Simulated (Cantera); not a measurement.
Input: 1 mol SiCl4, 1.1 mol NH3, 1.7 mol H2, 1.4 mol N2, equilibrated at 1523.15 K.

Method: chemical equilibrium by Gibbs-energy minimisation in Cantera with the NASA 1993 tables (ideal gas, pure condensed phases). Candidate condensed phases: NH4Cl, Si, Si3N4; 28 gas species. Kinetics and transport are ignored.

Task: Which condensed phases are stable at each of these points (P (Pa)): 5, 36, 260, 1900, 14000, 100000?

Result: 
```tsv
P (Pa)	condensed phases	Si condensed (%)
5	gas only	0.0
36	gas only	0.0
260	gas only	0.0
1900	Si3N4(s)	30.1
14000	Si3N4(s)	52.7
100000	Si3N4(s)	57.9
```

From 5.00 Pa to 2.60 mbar nothing is condensed. From 19.0 mbar to 1.00 bar the condensed part is Si3N4(s).
